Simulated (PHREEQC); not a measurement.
Make-up at 25 °C: 13 mmol/kgw Al2(SO4)3. Closed to the air; pH follows from the charge balance.

All values are PHREEQC results (ion-association model, phreeqc.dat), not measurements.

```
quantity                   before    after
------------------------  -------  -------
pH                           4.00     3.97
ionic strength (mol/kgw)   0.0535   0.0745
HSO4- (mol/kgw)           7.10e-5  9.58e-5
```

**Question.** Which change was made?
A) Al2(SO4)3 replaced by KHSO4 at the same molality
B) diluted 100-fold with water
C) 0.0033 mol/kgw H2SO4 added
D) Al2(SO4)3 from 0.013 to 0.0026 mol/kgw
E) Al2(SO4)3 from 0.013 to 0.0195 mol/kgw

**Answer.** E, Al2(SO4)3 from 0.013 to 0.0195 mol/kgw

No solid was allowed to form. Some of these states are supersaturated (in Gibbsite (slow to form), for instance).
